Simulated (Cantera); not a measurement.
Input (Python, Cantera) and output of one run.

```python
import numpy as np
import cantera as ct

gas_names = [...]  # 63 gases of nasa_gas.yaml made of F, N, O, S
cond_names = """
    S(cr1) S(cr2) S(L)
""".split()


# ... load() reads the species with a 1 bar reference pressure and builds the phases ...
atoms = {
    'NF3': {'N': 1, 'F': 3},
    'SO2': {'S': 1, 'O': 2},
}
top_T = {}  # K; cautious upper limits of use, not melting points


# ... equilibrate(T, P, feed) seeds the gas with the atoms and calls Mixture.equilibrate('TP', solver="vcs", rtol=1e-11, max_steps=5000) ...
results = []
feed = {'NF3': 1, 'SO2': 0.025}  # mol
P = 1000  # Pa
for T in [2500, 3000, 3500, 4000, 4500, 5000]:
    mix = equilibrate(T, P, feed)
    results.append((T, P, feed, dict(zip(mix.species_names, mix.species_moles))))

top = {s: max(r[3][s] / sum(r[3][g] for g in gas_names) for r in results) for s in gas_names}
cols = sorted((s for s in top if top[s] > 0.0001), key=lambda s: -top[s])[:9]
seen = [c for c in cond_names if any(r[3].get(c, 0) > 1e-12 for r in results)]
print("log10 of partial pressures in bar; condensed amounts in mol")
print(f"{'T/K':>10s}" + "".join(f"{s[:9]:>10s}" for s in cols + seen))
for T, P, feed, n in results:
    ng = sum(n[g] for g in gas_names)
    print(f"{T:10.4g}" + "".join(f"{np.log10(max(n[s] / ng * P / 1e5, 1e-99)):10.3f}" for s in cols)
          + "".join(f"{n.get(c, 0):10.4g}" for c in seen))
```

It prints:

```
log10 of partial pressures in bar; condensed amounts in mol
       T/K         F        N2         N         O         S        SO       SO2        O2        NO
      2500    -2.073    -2.852    -7.960    -4.347    -4.825    -4.479    -4.733    -5.016    -5.181
      3000    -2.076    -2.855    -6.284    -3.896    -4.197    -5.263    -7.009    -5.901    -5.308
      3500    -2.076    -2.856    -5.083    -3.862    -4.158    -6.523    -9.625    -7.110    -5.688
      4000    -2.078    -2.866    -4.184    -3.859    -4.157    -7.520   -11.664    -8.063    -6.002
      4500    -2.083    -2.914    -3.503    -3.863    -4.164    -8.311   -13.274    -8.818    -6.274
      5000    -2.098    -3.072    -3.015    -3.877    -4.184    -8.971   -14.601    -9.444    -6.563
```

Cantera equilibrium calculation (NASA polynomials, part measured and part estimated; ideal gas, pure solids and liquids).
